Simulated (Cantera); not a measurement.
Feed: 1 mol AlCl3, 24 mol O2, 3 mol H2, equilibrated at 0.00180 bar.

Equilibrium computed with Cantera from the NASA thermochemical tables; the gas is ideal and each condensed phase is pure. Candidate condensed phases: Al, AlCl3, Al2O3, H2O; 29 gas species. The numbers say what is thermodynamically allowed, not how fast it happens.

Q: At 1900 K, list the 4 most abundant gas species with their mole fractions, and the condensed phases.

A: O2 0.801, H2O 0.0760, HCl 0.0582, Cl 0.0509. Condensed: Al2O3(s).
